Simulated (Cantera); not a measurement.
## CH3F + Si + H2 (fluorocarbon and chlorocarbon gases)

A closed system holds: 1 mol CH3F, a varied amount of Si, 2.5 mol H2, at 3223.15 K and 30.0 Pa.

These are equilibrium values from Cantera (NASA tables, ideal gas, pure condensed phases), not measurements of a reactor. Candidate condensed phases: C, C6H6, C7H8, C8H18, Si, SiC; 113 gas species. The tables' values for SiF, SiF2 are old estimates; treat these amounts as uncertain. Rates play no part.

```json
[
 {"n(Si) (mol)": "0.22", "log p H": "-3.63", "log p Si": "-5.19", "log p C": "-4.61", "log p F": "-4.63", "log p HF": "-5.17", "log p C2": "-5.86"},
 {"n(Si) (mol)": "0.44", "log p H": "-3.64", "log p Si": "-4.90", "log p C": "-4.62", "log p F": "-4.64", "log p HF": "-5.19", "log p C2": "-5.88"},
 {"n(Si) (mol)": "0.66", "log p H": "-3.65", "log p Si": "-4.73", "log p C": "-4.62", "log p F": "-4.65", "log p HF": "-5.21", "log p C2": "-5.90"},
 {"n(Si) (mol)": "0.89", "log p H": "-3.66", "log p Si": "-4.61", "log p C": "-4.63", "log p F": "-4.66", "log p HF": "-5.23", "log p C2": "-5.91"},
 {"n(Si) (mol)": "1.1", "log p H": "-3.66", "log p Si": "-4.53", "log p C": "-4.64", "log p F": "-4.67", "log p HF": "-5.24", "log p C2": "-5.93"},
 {"n(Si) (mol)": "1.3", "log p H": "-3.67", "log p Si": "-4.46", "log p C": "-4.65", "log p F": "-4.68", "log p HF": "-5.26", "log p C2": "-5.94"},
 {"n(Si) (mol)": "1.6", "log p H": "-3.68", "log p Si": "-4.38", "log p C": "-4.66", "log p F": "-4.69", "log p HF": "-5.28", "log p C2": "-5.96"}
]
```
log p: log10 of the partial pressure in bar; nothing condenses.

From 0.22 mol Si to 1.6 mol Si nothing is condensed. The main Si-bearing gas is Si throughout.
